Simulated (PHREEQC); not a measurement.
Consider water at 20 °C with 0.033 mol/kgw Ba(NO3)2, 1e-05 mol/kgw Ca(OH)2 and 0.00016 mol/kgw FeCl3. Closed to the air; pH follows from the charge balance.

All values are PHREEQC results (ion-association model, wateq4f.dat), not measurements.

Precipitation was switched off in this run.

Problem. What pH does the model give?

Solution. pH 3.78.

Problem. In which forms is Fe present?

Solution. FeOH+2 52 %, Fe(OH)2+ 41 %, Fe+3 3.8 %, Fe2(OH)2+4 2.1 % of the Fe.

Saturation is exceeded, for instance for Fe(OH)3(a), Hematite (slow to form); the values hold only as long as no solid forms. Complexes and solids missing from the database can't appear.
